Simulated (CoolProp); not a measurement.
A simple Rankine cycle with sulfur dioxide: condensing at 294.15 K, boiler at 6.38 MPa, turbine inlet 423 K, turbine efficiency 0.85, pump efficiency 0.7, no recuperator. Each further row changes one setting.

Computed with CoolProp (reference Helmholtz-energy equation of state, Gao 2016).

| case | thermal efficiency (%) | net work (kJ/kg) | heat in (kJ/kg) | turbine exit temperature (K) | volume ratio over the turbine |
|---|---|---|---|---|---|
| as stated | 19.1 | 67.8 | 355 | 294.2 | 17.4 |
| turbine inlet 443 K | 19.8 | 77.8 | 392 | 294.2 | 14.9 |
| condensing temperature 286.15 K | 20.3 | 74.3 | 366 | 286.1 | 22.6 |
| boiler pressure 4.47 MPa | 18.3 | 72.8 | 398 | 294.2 | 10.3 |
| turbine efficiency 0.75 | 16.6 | 59.0 | 355 | 294.2 | 17.9 |

The expansion ends wet for: as stated; turbine inlet 443 K; condensing temperature 286.15 K; boiler pressure 4.47 MPa; turbine efficiency 0.75.
